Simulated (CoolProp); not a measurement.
Vapour-liquid equilibrium of R1234yf (1) + R227EA (2) at 280.1 K; x and y are mole fractions of (1).

Computed with CoolProp (multi-fluid Helmholtz-energy mixture model, Lemmon 2022 and Lemmon 2016; pair parameters Bell 2016).

Problem. Give the bubble pressure and the first vapour's composition at x = 0.575, 0.725, 0.95. Is there an azeotrope?

Solution. x = 0.575: 3.353 bar, y = 0.668; x = 0.725: 3.569 bar, y = 0.796; x = 0.95: 3.899 bar, y = 0.966. No azeotrope shows between x = 0.05 and 0.95.

The pair parameters rest on a limited set of measurements; away from them the model extrapolates.
